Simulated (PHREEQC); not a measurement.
A made-up water analysis in mg/L, 25 °C, pH 2.41, pe 10.4: Na 788; K 58.1; Ca 266; Mg 9.38; Cl 677; S(6) as SO4 3500; P as PO4 3.32.

Valence states are taken as typed.

All values are PHREEQC results (ion-association model, phreeqc.dat), not measurements.

| Property | Value |
|---|---|
| ionic strength | 0.0944 mol/kgw |
| specific conductance | 7660 µS/cm |
| density | 1.001 g/cm³ |
| total alkalinity | -9.73 meq/kg |
| charge-balance error | -25.8 % |

| species | molality | activity | log γ |
|---|---|---|---|
| Na+ | 0.0328 | 0.0259 | -0.103 |
| SO4-2 | 0.0269 | 0.0102 | -0.420 |
| Cl- | 0.0192 | 0.0148 | -0.113 |
| HSO4- | 0.00493 | 0.00387 | -0.105 |
| H+ | 0.00470 | 0.00389 | -0.082 |
| Ca+2 | 0.00385 | 0.00153 | -0.401 |
| CaSO4 | 0.00272 | 0.00279 | 0.009 |
| NaSO4- | 0.00167 | 0.00133 | -0.101 |
| K+ | 0.00140 | 0.00107 | -0.114 |
| Mg+2 | 0.000197 | 8.13e-5 | -0.384 |
| MgSO4 | 0.000191 | 0.000195 | 0.009 |

Precipitation was switched off in this run.
